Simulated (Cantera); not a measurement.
Cantera run, input and output.

```python
import numpy as np
import cantera as ct

surf = ct.Interface("diamond.yaml", "diamond_100")
gas, bulk = surf.adjacent["gas"], surf.adjacent["diamond"]
k = surf.kinetics_species_index(bulk.species_names[0])
cover = ["c6HH", "c6H*", "c6*H", "c6**", "c6HM", "c6B"]

rows, drift = [], 0.0
print(f"{'T':>10s}{'um/h':>11s}" + "".join(f"{s:>11s}" for s in cover))
for v in [950, 1025, 1100, 1175, 1250, 1325, 1400]:
    T, P, xH, xCH3 = v, 2200, 0.0091, 0.00033
    gas.TPX = T, P, {"H": xH, "CH3": xCH3, "CH4": 0.014, "H2": 1 - xH - xCH3 - 0.014}
    surf.TP = bulk.TP = T, P
    surf.coverages = "c6H*:0.1, c6HH:0.9"
    surf.advance_coverages(100.0)
    before = surf.coverages
    surf.advance_coverages(100.0)
    drift = max(drift, np.max(np.abs(surf.coverages - before) / (surf.coverages + 1e-9)))
    rate = surf.net_production_rates[k] * bulk.mean_molecular_weight / bulk.density * 3.6e9
    rows.append([rate, *surf[cover].coverages])
    print(f"{v:10.4g}{rate:11.4e}" + "".join(f"{x:11.3e}" for x in rows[-1][1:]))
```

Result:

```
         T       um/h       c6HH       c6H*       c6*H       c6**       c6HM        c6B
       950 2.8828e+00  6.241e-01  1.373e-02  3.252e-01  6.447e-03  2.340e-02  7.823e-09
      1025 3.8649e+00  5.619e-01  2.014e-02  3.842e-01  1.122e-02  1.602e-02  1.049e-08
      1100 3.9359e+00  5.053e-01  2.753e-02  4.356e-01  1.789e-02  8.958e-03  1.068e-08
      1175 2.6617e+00  4.544e-01  3.555e-02  4.779e-01  2.654e-02  3.283e-03  7.223e-09
      1250 1.6580e+00  4.082e-01  4.373e-02  5.091e-01  3.689e-02  8.716e-04  4.499e-09
      1325 1.4420e+00  3.679e-01  5.178e-02  5.307e-01  4.862e-02  2.139e-04  3.913e-09
      1400 1.3945e+00  3.336e-01  5.956e-02  5.448e-01  6.140e-02  5.204e-05  3.784e-09
```

Computed with Cantera and the Harris–Goodwin 1993 mechanism for the reconstructed diamond (100) surface.
